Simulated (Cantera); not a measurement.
Input: 1 mol HgO, 7.1 mol H2, equilibrated at 950 K and 7.13 Torr.

These are equilibrium values from Cantera (NASA tables, ideal gas, pure condensed phases), not measurements of a reactor. Candidate condensed phases: H2O, Hg, HgO; 10 gas species. Equilibrium is a limit: real reactors are often held back by kinetics, nucleation or transport.

Base state: H2 0.753, H2O 0.123, Hg 0.123 (mole fractions); condensed: gas only.

### Question
What changes in the equilibrium state with this change: HgO replaced by Fe(CO)5?

### Answer
| species | before | after |
|---|---|---|
| H2 | 0.753 | 0.587 |
| CO | 0 | 0.408 |
| CO2 | 0 | 0.00265 |
| Hg | 0.123 | 0 |
| H2O | 0.123 | 0.00212 |
| CH4 | 0 | 0.000548 |
| C(graphite), mol | 0 | 0.0508 |
| Fe(α), mol | 0 | 1.00 |
Condensed phases not in the tables: cementite and carbon dissolved in iron. Further candidate phases: C, C6H6, C7H8, C8H18, Fe, Fe(CO)5, FeO, Fe(OH)2, Fe(OH)3, Fe2O3, Fe3O4.
